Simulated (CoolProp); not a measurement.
Vapour-liquid equilibrium of ethanol (1) + toluene (2) at 0.753 MPa; x and y are mole fractions of (1).

Model: multi-fluid Helmholtz-energy mixture model, Schroeder 2014 and Lemmon 2006; pair parameters Bell 2016, in CoolProp.

```json
[
 {"x": "0.05", "bubble temperature, mixture model (K)": "454.9", "bubble temperature, Raoult's law (K)": "465.8", "y, mixture model": "0.286", "y, Raoult's law": "0.171"},
 {"x": "0.15", "bubble temperature, mixture model (K)": "435.8", "bubble temperature, Raoult's law (K)": "454.2", "y, mixture model": "0.536", "y, Raoult's law": "0.404"},
 {"x": "0.25", "bubble temperature, mixture model (K)": "427.2", "bubble temperature, Raoult's law (K)": "445.6", "y, mixture model": "0.635", "y, Raoult's law": "0.557"},
 {"x": "0.35", "bubble temperature, mixture model (K)": "422.7", "bubble temperature, Raoult's law (K)": "438.7", "y, mixture model": "0.688", "y, Raoult's law": "0.666"},
 {"x": "0.45", "bubble temperature, mixture model (K)": "420.0", "bubble temperature, Raoult's law (K)": "433.0", "y, mixture model": "0.725", "y, Raoult's law": "0.750"},
 {"x": "0.55", "bubble temperature, mixture model (K)": "418.0", "bubble temperature, Raoult's law (K)": "428.3", "y, mixture model": "0.756", "y, Raoult's law": "0.816"},
 {"x": "0.65", "bubble temperature, mixture model (K)": "416.4", "bubble temperature, Raoult's law (K)": "424.1", "y, mixture model": "0.790", "y, Raoult's law": "0.869"},
 {"x": "0.75", "bubble temperature, mixture model (K)": "415.1", "bubble temperature, Raoult's law (K)": "420.5", "y, mixture model": "0.832", "y, Raoult's law": "0.914"},
 {"x": "0.85", "bubble temperature, mixture model (K)": "413.9", "bubble temperature, Raoult's law (K)": "417.2", "y, mixture model": "0.885", "y, Raoult's law": "0.952"},
 {"x": "0.95", "bubble temperature, mixture model (K)": "413.2", "bubble temperature, Raoult's law (K)": "414.3", "y, mixture model": "0.956", "y, Raoult's law": "0.985"}
]
```

The largest gap from Raoult's law is -18.4 K in bubble temperature, at x = 0.25. No azeotrope shows between x = 0.05 and 0.95.

Pair parameters are fitted to limited data, so mixtures are less certain than the pure fluids.
